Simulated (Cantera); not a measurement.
A closed system holds: 1 mol Si3N4, 1.8 mol HF, 0.52 mol Cl2, held at 1250 K and 0.00880 bar.

Cantera equilibrium calculation (NASA polynomials, part measured and part estimated; ideal gas, pure solids and liquids). The tables' values for SiCl3, SiF3, SiF2 are old estimates; treat these amounts as uncertain. Equilibrium is a limit: real reactors are often held back by kinetics, nucleation or transport.

```
species          before     after
-------------  --------  --------
HCl               0.356     0.353
H2                0.237     0.236
SiF4              0.205     0.202
SiCl2           0.00267   0.00671
SiCl4            0.0273    0.0238
N2                0.162     0.163
SiF2            3.12e-5  0.000102
SiF3            0.00258   0.00491
SiCl3           0.00319   0.00517
HF              0.00241   0.00303
SiHF3           0.00114   0.00143
SiHCl3         0.000647  0.000717
Si3N4(s), mol     0.825     0.823
```
Gas species are given as mole fractions.

Question: Name the change that produced these shifts.
A) temperature from 1250 K to 1298 K
B) temperature from 1250 K to 723.15 K
C) temperature from 1250 K to 1125 K
D) HF from 1.8 to 3.7 mol

Answer: A, temperature from 1250 K to 1298 K
